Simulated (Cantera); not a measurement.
An isothermal, constant-pressure homogeneous reactor starts with 1.48 % H2, 98.5 % O2, at 1173 K and 1330 Pa.

Cantera simulation using the H2/O2 subset of GRI-Mech 3.0, which has no nitrogen chemistry; the numbers are that mechanism's predictions, not measurements. Radical loss at walls, strong at low pressure, is not modelled.

x: mole fraction; the columns are a selection and need not sum to one.

```
t (s)        x H2   x O2     x HO2    x H2O2     x H2O
--------  -------  -----  --------  --------  --------
0.000100   0.0148  0.985  7.94e-10    <1e-12  7.29e-11
0.000282   0.0148  0.985   2.24e-9    <1e-12  9.84e-10
0.000795   0.0148  0.985   6.36e-9  2.34e-12   1.45e-8
0.00224    0.0148  0.985   2.07e-8  1.92e-11   8.46e-7
0.00631       [?]  0.979       [?]       [?]       [?]
0.0178    8.59e-5  0.973   1.39e-6   2.77e-8    0.0138
0.0502        [?]  0.976       [?]   2.74e-8    0.0140
0.141     3.45e-5  0.980   9.36e-7   2.59e-8    0.0144
0.399     1.06e-5  0.984   5.14e-7   2.08e-8    0.0147
1.12      2.09e-6  0.985   1.92e-7   1.20e-8    0.0148
3.17      3.53e-7  0.985   5.30e-8   4.60e-9    0.0149
8.93      6.51e-8  0.985   1.33e-8   1.37e-9    0.0149
25.2      1.45e-8  0.985   4.28e-9  3.86e-10    0.0149
71.0      3.90e-9  0.985   2.89e-9  1.17e-10    0.0149
200       1.39e-9  0.985   3.56e-9  4.54e-11    0.0149
```

Question: Complete the blanks.

Answer: 
- 0.00631, x H2: 0.00692
- 0.00631, x HO2: 2.12e-6
- 0.00631, x H2O2: 1.24e-7
- 0.00631, x H2O: 0.00621
- 0.0502, x H2: 6.51e-5
- 0.0502, x HO2: 1.24e-6
